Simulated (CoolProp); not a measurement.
A simple Rankine cycle with dimethyl carbonate: condensing at 293.15 K, boiler at 1.26 MPa, turbine inlet 471.4 K, turbine efficiency 0.6, pump efficiency 0.7, no recuperator. Each further row changes one setting.

Model: reference Helmholtz-energy equation of state, Zhou 2011, in CoolProp.

```json
[
 {"case": "as stated", "thermal efficiency (%)": "17.2", "net work (kJ/kg)": "(withheld)", "heat in (kJ/kg)": "644", "turbine exit temperature (K)": "379.6", "volume ratio over the turbine": "220"},
 {"case": "turbine inlet 491.4 K", "thermal efficiency (%)": "17.3", "net work (kJ/kg)": "118", "heat in (kJ/kg)": "680", "turbine exit temperature (K)": "400.1", "volume ratio over the turbine": "(withheld)"},
 {"case": "condensing temperature 285.15 K", "thermal efficiency (%)": "18.0", "net work (kJ/kg)": "119", "heat in (kJ/kg)": "659", "turbine exit temperature (K)": "373.9", "volume ratio over the turbine": "(withheld)"},
 {"case": "boiler pressure 0.882 MPa", "thermal efficiency (%)": "16.5", "net work (kJ/kg)": "108", "heat in (kJ/kg)": "654", "turbine exit temperature (K)": "388.7", "volume ratio over the turbine": "147"},
 {"case": "turbine efficiency 0.5", "thermal efficiency (%)": "(withheld)", "net work (kJ/kg)": "92.2", "heat in (kJ/kg)": "644", "turbine exit temperature (K)": "392.9", "volume ratio over the turbine": "228"}
]
```

Problem. Fill in the missing entries.

Solution. 
- as stated, net work (kJ/kg): 111
- turbine inlet 491.4 K, volume ratio over the turbine: 216
- condensing temperature 285.15 K, volume ratio over the turbine: 338
- turbine efficiency 0.5, thermal efficiency (%): 14.3
